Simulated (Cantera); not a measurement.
**Thermodynamics of silicon carbide growth, feed (CH3)2SiCl2 + H2**

Feed: 1 mol (CH3)2SiCl2, 140 mol H2, equilibrated at 23.0 mbar.

These are equilibrium values from Cantera (NASA tables, ideal gas, pure condensed phases), not measurements of a reactor. Candidate condensed phases: C, C6H6, C7H8, C8H18, Si, SiC; 109 gas species. The feed counts by its element totals alone. The tables' values for SiCl are old estimates; treat these amounts as uncertain. Gases not in the tables: Si2H6 and higher silanes. The numbers say what is thermodynamically allowed, not how fast it happens.

```csv
T (K),log p H2,log p H,log p HCl,log p C2H2 (acetylene),log p Si,log p Cl,log p SiC2,n C(graphite),n SiC(s)
1375,-1.64,-6.29,-3.50,-7.39,-11.76,-8.22,<-13,0.984,1.000
1475,-1.64,-5.71,-3.50,-6.82,-10.42,-7.65,-13.27,0.989,0.999
1575,-1.64,-5.20,-3.50,-6.32,-9.26,-7.16,-11.75,0.989,0.999
1675,-1.64,-4.76,-3.50,-5.88,-8.23,-6.72,-10.41,0.981,0.999
1775,-1.65,-4.36,-3.50,-5.49,-7.33,-6.33,-9.23,0.959,0.998
1875,-1.65,-4.01,-3.50,-5.15,-6.52,-5.98,-8.17,0.913,0.995
1975,-1.65,-3.69,-3.50,-4.84,-5.79,-5.67,-7.23,0.831,0.983
2075,-1.65,-3.40,-3.51,-4.56,-5.14,-5.39,-6.37,0.706,0.936
2175,-1.66,-3.14,-3.52,-4.31,-4.54,-5.14,-5.60,0.578,0.755
2275,-1.67,-2.91,-3.53,-4.09,-4.00,-4.91,-4.90,0.622,0.111
2375,-1.69,-2.70,-3.55,-3.90,-3.94,-4.70,-4.69,0.0109,0
2475,-1.71,-2.50,-3.58,-3.90,-3.93,-4.52,-4.72,0,0
```
log p: log10 of the partial pressure in bar; n: condensed amount in mol.

From 1375 K to 2275 K the condensed part is C(graphite) + SiC(s). At 2375 K the condensed part is C(graphite). At 2475 K nothing is condensed. The main Si-bearing gas is SiCl2 at 1375 K and Si at 2475 K.
